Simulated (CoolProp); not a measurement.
A single-stage vapour-compression cycle with R143a: evaporating at 292.15 K (dew point), condensing at 325.15 K (bubble point), superheat 0 K, subcooling 0 K, compressor efficiency 0.65, no pressure losses. Each further row changes one setting.

Computed with CoolProp (reference Helmholtz-energy equation of state, Lemmon and Jacobsen 2000).

| case | cooling COP | pressure ratio | discharge temperature (K) | refrigerating effect (kJ/kg) | volumetric capacity (kJ/m³) |
|---|---|---|---|---|---|
| as stated | 4.03 | 2.24 | 336.8 | 108 | 5250 |
| evaporating temperature 297.15 K | … | 1.96 | … | 110 | 6180 |
| condensing temperature 320.15 K | 5.08 | 2.00 | 330.2 | 118 | 5730 |
| subcooling 5 K | 4.41 | 2.24 | 336.8 | 119 | 5760 |
| superheat 10 K | 4.11 | 2.24 | 346.6 | … | 5420 |
| compressor efficiency 0.55 | 3.41 | 2.24 | … | 108 | 5250 |

**Question.** Complete the blanks.

**Answer.** 
- evaporating temperature 297.15 K, cooling COP: 4.97
- evaporating temperature 297.15 K, discharge temperature (K): 335.0
- superheat 10 K, refrigerating effect (kJ/kg): 121
- compressor efficiency 0.55, discharge temperature (K): 339.9
